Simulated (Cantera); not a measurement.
Feed: 1 mol Al, 0.84 mol N2O, 1.5 mol H2, equilibrated at 1102 °C and 0.660 bar.

Equilibrium computed with Cantera from the NASA thermochemical tables; the gas is ideal and each condensed phase is pure. Candidate condensed phases: Al, AlN, Al2O3, H2O; 35 gas species. Mutual solubility and eutectic melting of coexisting phases are not modelled. Kinetics and transport are ignored.

### Question
What is the equilibrium state?

### Answer
```
Quantity                              Value
--------------------------------  ---------
x(H2)                                 0.708
x(N2)                                 0.292
x(NH3)                              1.98e-5
x(H2O)                              5.09e-6
x(H)                                3.55e-6
n(AlN(s))                         0.440 mol
n(Al2O3(s))                       0.280 mol
gas amount                        2.120 mol
log10 activity of Al(l) (absent)      -6.01
```
